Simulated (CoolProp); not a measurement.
A simple Rankine cycle with water: condensing at 328.15 K, boiler at 5.54 MPa, turbine inlet 545.6 K, turbine efficiency 0.85, pump efficiency 0.7, no recuperator. Each further row changes one setting.

Model: reference Helmholtz-energy equation of state, Wagner 2002, in CoolProp.

| case | thermal efficiency (%) | net work (kJ/kg) | heat in (kJ/kg) | turbine exit temperature (K) | volume ratio over the turbine |
|---|---|---|---|---|---|
| as stated | 28.6 | [?] | 2560 | 328.1 | 207 |
| turbine inlet 565.6 K | 28.7 | [?] | 2640 | 328.1 | 195 |
| condensing temperature 320.15 K | 29.6 | [?] | 2590 | 320.1 | [?] |
| boiler pressure 3.88 MPa | 27.4 | [?] | 2650 | 328.1 | 138 |
| turbine efficiency 0.75 | 25.2 | 644 | 2560 | 328.1 | 216 |

Problem. Some entries are withheld; supply them.

Solution. 
- as stated, net work (kJ/kg): 731
- turbine inlet 565.6 K, net work (kJ/kg): 759
- condensing temperature 320.15 K, net work (kJ/kg): 767
- condensing temperature 320.15 K, volume ratio over the turbine: 297
- boiler pressure 3.88 MPa, net work (kJ/kg): 725

The expansion ends wet for: as stated; turbine inlet 565.6 K; condensing temperature 320.15 K; boiler pressure 3.88 MPa; turbine efficiency 0.75.
